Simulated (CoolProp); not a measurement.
A single-stage vapour-compression cycle with R143a: evaporating at 203.15 K (dew point), condensing at 268.15 K (bubble point), superheat 0 K, subcooling 5 K, compressor efficiency 0.75, no pressure losses. Each further row changes one setting.

Values from CoolProp's reference Helmholtz-energy equation of state, Lemmon and Jacobsen 2000.

| case | cooling COP | pressure ratio | discharge temperature (K) | refrigerating effect (kJ/kg) | volumetric capacity (kJ/m³) |
|---|---|---|---|---|---|
| as stated | 1.81 | 17.7 | 315.5 | 161 | 244 |
| evaporating temperature 208.15 K | 2.06 | 13.2 | 309.7 | 164 | 328 |
| condensing temperature 263.15 K | 2.02 | 15.0 | … | 168 | 255 |
| subcooling 10 K | 1.89 | 17.7 | 315.5 | 168 | 255 |
| superheat 10 K | 1.80 | 17.7 | … | 168 | 243 |
| compressor efficiency 0.65 | … | 17.7 | 328.6 | 161 | 244 |

Task: Complete the blanks.

Result: 
- condensing temperature 263.15 K, discharge temperature (K): 308.6
- superheat 10 K, discharge temperature (K): 327.1
- compressor efficiency 0.65, cooling COP: 1.57
